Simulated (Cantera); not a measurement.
Charge: 1 mol SiC, 0.77 mol H2, 0.027 mol Si, at 2323.15 K and 0.135 Torr.

Cantera equilibrium calculation (NASA polynomials, part measured and part estimated; ideal gas, pure solids and liquids). Candidate condensed phases: C, C6H6, C7H8, C8H18, Si, SiC; 87 gas species. Equilibrium is a limit: real reactors are often held back by kinetics, nucleation or transport.

Base state: Si 0.392, H 0.349, H2 0.184, SiC2 0.0586, Si2C 0.0138, C2H2 (acetylene) 0.000893, SiH 0.000796, Si2 0.000487 (mole fractions); condensed: C(graphite).

Q: What changes in the equilibrium state with this change: 0.027 mol Cl2 added?

A: 
```json
[
 {"species": "Si", "before": "0.392", "after": "0.384"},
 {"species": "H", "before": "0.349", "after": "0.341"},
 {"species": "H2", "before": "0.184", "after": "0.176"},
 {"species": "Cl", "before": "0", "after": "0.0138"},
 {"species": "HCl", "before": "0", "after": "0.00993"},
 {"species": "Si2C", "before": "0.0138", "after": "0.0133"},
 {"species": "SiC2", "before": "0.0586", "after": "0.0574"},
 {"species": "SiCl", "before": "0", "after": "0.000946"},
 {"species": "SiCl2", "before": "0", "after": "5.81e-5"},
 {"species": "C2H2 (acetylene)", "before": "0.000893", "after": "0.000855"},
 {"species": "SiH", "before": "0.000796", "after": "0.000764"},
 {"species": "Si2", "before": "0.000487", "after": "0.000468"},
 {"species": "C(graphite), mol", "before": "0.714", "after": "0.715"}
]
```
The tables' values for SiCl are old estimates; treat these amounts as uncertain.

Q: What changes in the equilibrium state with this change: 0.15 mol CO2 added?

A: 
```
species             before     after
----------------  --------  --------
Si                   0.392     0.343
H                    0.349     0.318
H2                   0.184     0.153
CO                       0     0.121
Si2C                0.0138    0.0106
SiC2                0.0586    0.0513
SiO                      0  0.000758
Si2               0.000487  0.000373
SiH               0.000796  0.000635
C2H2 (acetylene)  0.000893  0.000742
SiC                6.81e-5   5.96e-5
C(graphite), mol     0.714     0.568
```
Further candidate phases: H2O, SiO2.

Q: What changes in the equilibrium state with this change: temperature from 2323.15 K to 2150 K?

A: 
| species | before | after |
|---|---|---|
| H2 | 0.184 | 0.621 |
| H | 0.349 | 0.248 |
| Si | 0.392 | 0.114 |
| SiC2 | 0.0586 | 0.00906 |
| Si2C | 0.0138 | 0.00564 |
| C2 | 1.27e-5 | 4.12e-7 |
| C3 | 0.000142 | 4.76e-6 |
| C | 6.75e-5 | 3.41e-6 |
| SiC | 6.81e-5 | 6.56e-6 |
| C(graphite), mol | 0.714 | 0.0860 |
| SiC(s), mol | 0 | 0.887 |
Gases not in the tables: Si2H6 and higher silanes.
